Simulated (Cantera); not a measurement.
A perfectly stirred reactor is fed with 5.88 % C3H8, 94.1 % H2, at 6.98 Torr; it is held at 1425 K, and followed from long to short residence time.

Computed with Cantera and GRI-Mech 3.0 (53 species, 325 reactions). GRI-Mech 3.0 was tuned for natural gas; its chemistry of propane as a main component is partial and can be far from experiment. GRI-Mech 3.0 stops at C3 and has no aromatics, soot or wall deposition, so with more carbon than oxygen in the feed, carbon stays in small species such as C2H2 where larger ones or solid carbon would form. Radical loss at walls, strong at low pressure, is not modelled.

Problem. Predict: x(C3H8) at τ = 1.60 s; x(H2) at τ = 1.60 s; x(CH4) at τ = 1.60 s; x(CH2) at τ = 1.60 s; x(C2H6) at τ = 1.60 s; x(C3H8) at τ = 79.0 ms; x(H2) at τ = 79.0 ms; x(CH4) at τ = 79.0 ms; x(CH2) at τ = 79.0 ms; x(C2H6) at τ = 79.0 ms.

Solution. 
| Item | Value |
|---|---|
| x(C3H8) at τ = 1.60 s | 8.24e-5 |
| x(H2) at τ = 1.60 s | 0.897 |
| x(CH4) at τ = 1.60 s | 0.0470 |
| x(CH2) at τ = 1.60 s | 8.00e-8 |
| x(C2H6) at τ = 1.60 s | 1.99e-5 |
| x(C3H8) at τ = 79.0 ms | 0.00101 |
| x(H2) at τ = 79.0 ms | 0.891 |
| x(CH4) at τ = 79.0 ms | 0.0553 |
| x(CH2) at τ = 79.0 ms | 2.93e-7 |
| x(C2H6) at τ = 79.0 ms | 7.14e-5 |
